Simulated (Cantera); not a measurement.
A closed system holds: 1 mol CH₄, a varied amount of O₂, 0.3 mol N₂, held at 648.15 K and 101000 Pa.

Method: chemical equilibrium by Gibbs-energy minimisation in Cantera with the NASA 1993 tables (ideal gas, pure condensed phases). Candidate condensed phases: C, C₆H₆, C₇H₈, C₈H₁₈, H₂O; 136 gas species. The numbers say what is thermodynamically allowed, not how fast it happens.

Task: What share of the C ends up in condensed phases as a function of n(O₂) (mol), at 0.011, 0.039, 0.067, 0.095, 0.12, 0.15, 0.18?

Result: 
```tsv
n(O₂) (mol)	C condensed (%)	as
0.011	11.8	C(graphite)
0.039	14.3	C(graphite)
0.067	16.6	C(graphite)
0.095	18.7	C(graphite)
0.12	20.4	C(graphite)
0.15	22.3	C(graphite)
0.18	23.9	C(graphite)
```
